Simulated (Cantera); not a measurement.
Charge: 1 mol Al(CH3)3, 4.1 mol N2O, 130 mol H2, equilibrated at 1550 K.

These are equilibrium values from Cantera (NASA tables, ideal gas, pure condensed phases), not measurements of a reactor. Candidate condensed phases: Al, AlN, Al2O3, C, C6H6, C7H8, C8H18, H2O; 148 gas species. The feed counts by its element totals alone. Mutual solubility and eutectic melting of coexisting phases are not modelled. Equilibrium is a limit: real reactors are often held back by kinetics, nucleation or transport.

Q: Which condensed phases are stable at each of these points (P (Pa)): 10, 63, 400, 2500, 16000, 100000?

A: 
```
P (Pa)        condensed phases  Al condensed (%)
------  ----------------------  ----------------
10                    Al2O3(s)              71.2
63           AlN(s) + Al2O3(s)              97.8
400          AlN(s) + Al2O3(s)              99.9
2500         AlN(s) + Al2O3(s)             100.0
16000        AlN(s) + Al2O3(s)             100.0
100000  Al2O3(s) + C(graphite)             100.0
```

At 0.0750 Torr the condensed part is Al2O3(s). From 0.473 Torr to 120 Torr the condensed part is AlN(s) + Al2O3(s). At 750 Torr the condensed part is Al2O3(s) + C(graphite).
